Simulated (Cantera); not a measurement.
## Boron, boron nitride and boron oxide: B₂O₃ + H₂

Input: 1 mol B₂O₃, 2.5 mol H₂, held at 2473 K and 210 Torr.

Method: chemical equilibrium by Gibbs-energy minimisation in Cantera with the NASA 1993 tables (ideal gas, pure condensed phases). Candidate condensed phases: B, B₂O₃, B₃O₃H₃, H₂O; 23 gas species. Equilibrium is a limit: real reactors are often held back by kinetics, nucleation or transport.

```yaml
x(H₂): 0.559
x(B₂O₃): 0.142
x(HBO₂): 0.114
x(HBO): 0.0761
x(BO): 0.0424
x(H): 0.0315
x(H₂O): 0.0175
x(B₂O₂): 0.0160
x(BO₂): 0.00155
gas_amount: 3.638 mol
log10 activity of B(l) (absent): -2.71
```
